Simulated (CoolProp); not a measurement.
Model: reference Helmholtz-energy equation of state, Lemmon 2006, in CoolProp. It is a short technical equation, of lower accuracy than the large ones.

For R142b, give the phase and the cp (kJ/(kg K)), conductivity (mW/(m K)) at 370.6 K and 19 bar.


- 370.6 K and 19 bar: gas; cp 1.40, conductivity 19.8

Thermal conductivity comes from a separate model (Huber 2003), an estimate that may be off by 10 % or more.
